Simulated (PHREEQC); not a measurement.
A solution holds 0.29 mol NaH2PO4 per kg of water, at 25 °C. Closed to the air; pH follows from the charge balance.

The numbers come from PHREEQC with the ion-association model, phreeqc.dat.

```csv
quantity,before,after
pH,4.36,8.92
ionic strength (mol/kgw),0.291,0.785
H3PO4 (mol/kgw),0.00125,1.27e-10
HPO4-2 (mol/kgw),0.00113,0.244
```

Problem. Which change was made?
A) NaH2PO4 from 0.29 to 0.319 mol/kgw
B) NaH2PO4 from 0.29 to 0.029 mol/kgw
C) NaH2PO4 replaced by K2HPO4 at the same molality
D) diluted 2-fold with water

Solution. C, NaH2PO4 replaced by K2HPO4 at the same molality

Precipitation was switched off in this run. The ionic strength passes 0.7 mol/kgw, the rough limit of the ion-association models, in after.
